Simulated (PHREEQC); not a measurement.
Dissolve 26 mmol/kgw HF and 98 mmol/kgw CsF at 71 °C. Closed to the air; pH follows from the charge balance.

Model: ion-association model, wateq4f.dat, run in PHREEQC.

```
quantity                    before     after
------------------------  --------  --------
pH                            4.12      2.57
ionic strength (mol/kgw)    0.0981     0.101
F- (mol/kgw)                0.0907   0.00304
HF (mol/kgw)                0.0182    0.0219
HF2- (mol/kgw)             0.00739  0.000298
H2F2 (mol/kgw)            0.000147  0.000214
```

Q: Name the change that produced these shifts.
A. CsF from 0.098 to 0.0098 mol/kgw
B. diluted 5-fold with water
C. CsF replaced by CsBr at the same molality
D. temperature from 71 to 20 °C
E. CsF left out

A: C, CsF replaced by CsBr at the same molality

No solid was allowed to form. Constants without temperature data keep their 25 °C values here.
